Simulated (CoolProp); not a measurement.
A closed Brayton cycle with nitrogen: compressor inlet 329.15 K and 1.8 MPa, high pressure 4.14 MPa, turbine inlet 920 K, compressor efficiency 0.89, turbine efficiency 0.85, recuperator effectiveness 0.95 (on enthalpy, no pinch check). Each further row changes one setting.

The numbers come from the reference Helmholtz-energy equation of state, Span 2000 in CoolProp.

| case | thermal efficiency (%) | net work (kJ/kg) | compressor to turbine work | compressor exit (K) | turbine exit (K) |
|---|---|---|---|---|---|
| as stated | ? | 71.6 | 0.59 | 428.9 | 766.6 |
| turbine inlet 870 K | 33.7 | ? | 0.63 | 428.9 | 723.6 |
| compressor inlet 339.15 K | 35.1 | 68.3 | 0.61 | 441.9 | 766.6 |
| high pressure 3.52 MPa | 37.5 | ? | 0.57 | 407.6 | 794.2 |
| recuperator effectiveness 0.5 | ? | 71.6 | 0.59 | 428.9 | 766.6 |

Question: Fill in the missing entries.

Answer: 
- as stated, thermal efficiency (%): 36.6
- turbine inlet 870 K, net work (kJ/kg): 61.9
- high pressure 3.52 MPa, net work (kJ/kg): 62.6
- recuperator effectiveness 0.5, thermal efficiency (%): 19.9
